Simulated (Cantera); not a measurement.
Low-pressure radical oxidation in H2/O2

An isothermal, constant-pressure homogeneous reactor starts with H₂ : O₂ : N₂ = 0.0058 : 1 : 0.12 (molar parts), at 1200 K and 20.0 Torr.

Model: the H2/O2 subset of GRI-Mech 3.0, which has no nitrogen chemistry, integrated in Cantera. Radical loss at walls, strong at low pressure, is not modelled.

```csv
t (s),x H₂,x O₂,x O,x H₂O₂,x HO₂
2.00e-5,0.00515,0.888,5.50e-11,<1e-12,1.68e-10
0.000134,0.00515,0.888,1.02e-9,<1e-12,1.13e-9
0.000894,0.00515,0.888,2.22e-8,2.73e-12,7.64e-9
0.00598,0.00414,0.887,0.000702,2.15e-8,1.45e-6
0.0400,9.62e-6,0.885,0.00313,1.79e-8,8.29e-7
0.267,2.08e-6,0.887,0.000669,1.25e-8,3.66e-7
1.79,1.08e-7,0.888,3.52e-5,2.58e-9,5.23e-8
12.0,5.27e-9,0.888,1.76e-6,2.01e-10,5.05e-9
80.0,5.86e-10,0.888,1.98e-7,2.54e-11,3.33e-9
```
x: mole fraction; the columns are a selection and need not sum to one.

Equilibrium at this temperature and pressure: H₂ 4.29e-10, O₂ 0.888, O 1.46e-7, H₂O₂ 1.90e-11, HO₂ 3.63e-9 (gas phase only).
